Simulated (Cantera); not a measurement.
A perfectly stirred reactor is fed with NH₃ : H₂ : N₂ = 1 : 0.21 : 0.015 (molar parts), at 19000 Pa; it is held at 2275 K, and followed from long to short residence time.

Detailed kinetics in Cantera: the gas-phase N/H chemistry of the illustrative SiF4/NH3 mechanism in the Surface Chemkin manual (1991). Walls and surfaces, which speed up NH3 decomposition in real reactors, are not modelled.

One state of this run: x NH₃ = 0.295; x H₂ = 0.551; x H = 0.00105; x NH = 6.72e-5; x N₂H₄ = 3.88e-8; x N = 5.65e-6. x: mole fraction; the columns are a selection and need not sum to one.

Which value of τ (s) does it belong to?
(A) 0.0069
(B) 0.017
(C) 0.27
(D) 0.11

B, 0.017
